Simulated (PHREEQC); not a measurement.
TMAH is added in steps, without added water, to 1 kg of water holding 0.042 mol/kgw ZnCl2, at 25 °C. O2 is buffered at 0.21 atm. No CO2 enters from the air. Solids allowed: Zn(OH)2-a, Zn5(OH)8Cl2. Others were left out.

Base run: PHREEQC, ion-association model, wateq4f.dat. Each further column changes one thing. The table gives pH.

```
TMAH added (mol)   base  ZnCl2 from 0.042 to 0.0462 mol/kgw  ZnCl2 from 0.042 to 0.084 mol/kgw  no solid may form
----------------  -----  ----------------------------------  ---------------------------------  -----------------
0                  5.20                                5.17                               5.02               5.20
0.01162            6.31                                6.28                               6.10               8.15
0.02325            6.37                                6.33                               6.12               8.40
0.03488            6.45                                6.40                               6.15               8.57
0.0465             6.56                                6.49                               6.18               8.73
0.05813            6.78                                6.63                               6.22               8.89
0.06975           10.61                                6.99                               6.26               9.12
0.08138           10.68                               10.68                               6.31               9.64
0.093             11.83                               10.73                               6.38              10.77
```

(CH3)4N+ isn't in the database: it is added as a free cation with an ion size of 4 Å. In at least one series the solution becomes supersaturated in solids that the run did not let form, among them Zn(OH)2-a, Zn5(OH)8Cl2.
